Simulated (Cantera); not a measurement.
A perfectly stirred reactor is fed with CO : H2 : O2 : N2 = 1 : 0.05 : 0.309 : 1.16 (molar parts), equivalence ratio 1.7, at 1.01 bar; it is adiabatic with a 375 K inlet, and is followed from long to short residence time, starting on the burning branch (τ in s: 0.044, 0.022, 0.011, 0.0051, 0.0025, 0.0012, 0.0006, 0.00029, 0.00014, 7e-05, 3.4e-05, 1.7e-05, 8.2e-06).

Cantera simulation using GRI-Mech 3.0 (53 species, 325 reactions); the numbers are that mechanism's predictions, not measurements.

Q: Predict: blow-out, bracketed by the residence times tried; x(CO) at τ = 44.0 ms; x(H2) at τ = 44.0 ms; x(O2) at τ = 44.0 ms; x(OH) at τ = 44.0 ms; x(H2O) at τ = 44.0 ms; x(CO) at τ = 0.600 ms; x(H2) at τ = 0.600 ms; x(O2) at τ = 0.600 ms; x(OH) at τ = 0.600 ms; x(H2O) at τ = 0.600 ms.

A: 
```
Property                                                                       Result
------------------------------------------------  -----------------------------------
blow-out, bracketed by the residence times tried  burning at 0.140 ms, out at 70.0 µs
x(CO) at τ = 44.0 ms                                                            0.199
x(H2) at τ = 44.0 ms                                                          0.00258
x(O2) at τ = 44.0 ms                                                          0.00257
x(OH) at τ = 44.0 ms                                                          0.00186
x(H2O) at τ = 44.0 ms                                                          0.0181
x(CO) at τ = 0.600 ms                                                           0.236
x(H2) at τ = 0.600 ms                                                         0.00285
x(O2) at τ = 0.600 ms                                                          0.0220
x(OH) at τ = 0.600 ms                                                         0.00319
x(H2O) at τ = 0.600 ms                                                        0.00990
```
